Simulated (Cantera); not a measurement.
Input: 1 mol Si, 0.017 mol N₂O, 35 mol N₂, 0.041 mol H₂O, equilibrated at 5.30e-6 bar.

Method: chemical equilibrium by Gibbs-energy minimisation in Cantera with the NASA 1993 tables (ideal gas, pure condensed phases). Candidate condensed phases: H₂O, Si, SiO₂, Si₂N₂O, Si₃N₄; 35 gas species. The tables' values for SiN are old estimates; treat these amounts as uncertain. Equilibrium is a limit: real reactors are often held back by kinetics, nucleation or transport.

x: gas mole fraction; n: condensed amount in mol.

```csv
T (K),x N₂,x Si,x H,x SiO,n Si(s)
1473,0.996,0.00103,[?],0.00165,0.905
1523,0.994,0.00340,[?],0.00165,0.820
1573,0.986,0.0104,[?],0.00163,0.568
1623,0.971,0.0258,[?],0.00161,0
1673,0.971,0.0260,[?],0.00161,0
1723,0.970,0.0260,[?],0.00161,0
1773,0.970,0.0260,[?],0.00161,0
1823,0.970,0.0261,0.00204,0.00161,0
1873,0.970,0.0261,0.00215,0.00161,0
1923,0.970,0.0261,0.00221,0.00161,0
1973,0.970,0.0261,0.00224,0.00161,0
2023,0.970,0.0261,0.00226,0.00161,0
2073,0.970,0.0261,0.00226,0.00161,0
```

Question: Complete the blanks.

Answer: 
- 1473, x H: 0.000180
- 1523, x H: 0.000318
- 1573, x H: 0.000527
- 1623, x H: 0.000811
- 1673, x H: 0.00116
- 1723, x H: 0.00153
- 1773, x H: 0.00183
